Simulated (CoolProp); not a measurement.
A Linde-Hampson liquefier for ethylene: isothermal reversible compression at 320 K from 1 atm to 30 MPa, throttling to 1 atm, return gas leaving the recuperator 2 K below the feed. Each further row changes one setting.

Values from CoolProp's reference Helmholtz-energy equation of state, Smukala 2000.

| case | liquid yield per pass | compression work (kJ/kg of gas) |
|---|---|---|
| as stated | … | 444 |
| high pressure 60 MPa | … | 513 |
| warm-end temperature 350 K | 0.354 | … |
| warm-end gap 7 K | … | 444 |

Problem. Complete the blanks.

Solution. 
- as stated, liquid yield per pass: 0.426
- high pressure 60 MPa, liquid yield per pass: 0.407
- warm-end temperature 350 K, compression work (kJ/kg of gas): 512
- warm-end gap 7 K, liquid yield per pass: 0.420
